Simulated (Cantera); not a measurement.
Cantera run, input and output.

```python
import numpy as np
import cantera as ct

surf = ct.Interface("ptcombust.yaml", "Pt_surf")
gas = surf.adjacent["gas"]
gas.TPX = 925, 100000, {'CO': 0.0032, 'O2': 0.17, 'N2': 0.79, 'H2O': 0.055}
surf.TP = 925, 100000
reactor = ct.FlowReactor(gas, clone=False)
reactor.area = 0.0001  # m2
reactor.surface_area_to_volume_ratio = 160  # 1/m
reactor.mass_flow_rate = 4 * reactor.area * gas.density  # inlet velocity 4 m/s
reactor.energy_enabled = False
wall = ct.ReactorSurface(surf, reactor, clone=False)
net = ct.ReactorNet([reactor])
net.rtol, net.atol = 1e-8, 1e-16
show, cover = ['CO', 'O2', 'H2O', 'CO2'], ['PT(S)', 'H(S)', 'O(S)', 'OH(S)', 'CO(S)', 'C(S)']

rows = []
print(f"{'z/m':>9s}{'u/(m/s)':>9s}" + "".join(f"{s:>13s}" for s in show + cover))
for z in [0.00095, 0.0018, 0.0035, 0.0068, 0.013, 0.025, 0.049, 0.095]:
    net.advance(z)
    rows.append([reactor.speed, *gas[show].X, *surf[cover].coverages])
    print(f"{z:9.4g}{rows[-1][0]:9.3g}" + "".join(f"{x:13.4e}" for x in rows[-1][1:]))
```

Output:

```
      z/m  u/(m/s)           CO           O2          H2O          CO2        PT(S)         H(S)         O(S)        OH(S)        CO(S)         C(S)
  0.00095        4   2.6368e-03   1.6675e-01   5.4031e-02   5.0678e-04   1.1626e-01   1.8439e-07   8.7874e-01   4.4383e-03   5.5225e-04   2.8281e-15
   0.0018        4   2.2681e-03   1.6660e-01   5.4041e-02   8.7608e-04   1.1424e-01   1.7941e-07   8.8088e-01   4.4054e-03   4.5765e-04   2.2973e-15
   0.0035        4   1.6996e-03   1.6636e-01   5.4056e-02   1.4454e-03   1.1138e-01   1.7243e-07   8.8393e-01   4.3579e-03   3.2491e-04   1.5846e-15
   0.0068        4   1.0003e-03   1.6607e-01   5.4075e-02   2.1459e-03   1.0819e-01   1.6481e-07   8.8731e-01   4.3042e-03   1.7981e-04   8.4862e-16
    0.013     3.99   3.8875e-04   1.6581e-01   5.4091e-02   2.7584e-03   1.0567e-01   1.5887e-07   8.8999e-01   4.2608e-03   6.6477e-05   3.0551e-16
    0.025     3.99   6.6367e-05   1.6568e-01   5.4100e-02   3.0813e-03   1.0443e-01   1.5596e-07   8.9131e-01   4.2391e-03   1.1068e-05   5.0193e-17
    0.049     3.99   2.0153e-06   1.6565e-01   5.4102e-02   3.1457e-03   1.0419e-01   1.5540e-07   8.9157e-01   4.2349e-03   3.3444e-07   1.5127e-18
    0.095     3.99   2.5077e-09   1.6565e-01   5.4102e-02   3.1477e-03   1.0418e-01   1.5539e-07   8.9158e-01   4.2348e-03   4.1609e-10   1.8819e-21
```

Computed with Cantera and Deutschmann's 1995 Pt surface mechanism with GRI-Mech 3.0 gas chemistry. Catalytic surfaces can have several steady states; this one follows from the mechanism file's or the stated starting coverage. Mass transfer to the wall is taken as infinitely fast.
